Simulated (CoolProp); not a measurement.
Vapour-liquid equilibrium of propane (1) + R152A (2) at 0.0754 MPa; x and y are mole fractions of (1).

Values from CoolProp's multi-fluid Helmholtz-energy mixture model, Lemmon 2009 and Outcalt 1996; pair parameters Bell 2016.

```csv
x,bubble temperature (°C),y at the bubble point,dew temperature at overall composition x (°C),liquid density (mol/L)
0.05,-37.7,0.322,-31.5,15.52
0.15,-45.4,0.578,-33.6,15.36
0.25,-48.6,0.666,-35.9,15.08
0.35,-49.9,0.702,-38.4,14.78
0.45,-50.4,0.719,-41.3,14.49
0.55,-50.7,0.730,-44.4,14.23
0.65,-50.8,0.741,-48.0,13.99
0.75,-50.9,0.761,-50.9,13.79
0.85,-50.8,0.804,-50.4,13.61
0.95,-49.8,0.903,-49.2,13.44
```

y crosses x between x = 0.75 and 0.85: the model has an azeotrope there.

Pair parameters are fitted to limited data, so mixtures are less certain than the pure fluids. With so large a gap from Raoult's law the liquid may split in two, which this calculation doesn't test in full.
